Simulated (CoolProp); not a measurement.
Values from CoolProp's reference Helmholtz-energy equation of state, Setzmann 1991.

For methane, give the phase and the cv (kJ/(kg K)), speed of sound (m/s), viscosity (µPa s) at 141.8 K and 187 kPa; 322.8 K and 1000 kPa.


- 141.8 K and 187 kPa: gas; cv 1.59, speed of sound 307, viscosity 5.57
- 322.8 K and 1000 kPa: gas; cv 1.78, speed of sound 463, viscosity 12.1

Viscosity comes from a separate model (Quiñones-Cisneros 2006).
